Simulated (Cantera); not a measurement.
Feed: 1 mol Si3N4, 0.1 mol H2O, 16 mol N2, at 23.0 Pa.

Cantera equilibrium calculation (NASA polynomials, part measured and part estimated; ideal gas, pure solids and liquids). Candidate condensed phases: H2O, Si, SiO2, Si2N2O, Si3N4; 35 gas species. Mutual solubility and eutectic melting of coexisting phases are not modelled. Equilibrium is a limit: real reactors are often held back by kinetics, nucleation or transport. All values below are at 1077 °C.

Base state: N2 0.994, H2 0.00619, SiO 1.28e-5, H 1.24e-5 (mole fractions); condensed: Si2N2O(s) + Si3N4(s).

Q: What changes in the equilibrium state with this change: H2O from 0.1 to 0.38 mol?

A: 
```tsv
species	before	after
N2	0.994	0.977
H2	0.00619	0.0230
H	1.24e-5	2.38e-5
SiO	1.28e-5	1.29e-5
Si2N2O(s), mol	0.0998	0.380
Si3N4(s), mol	0.933	0.747
```
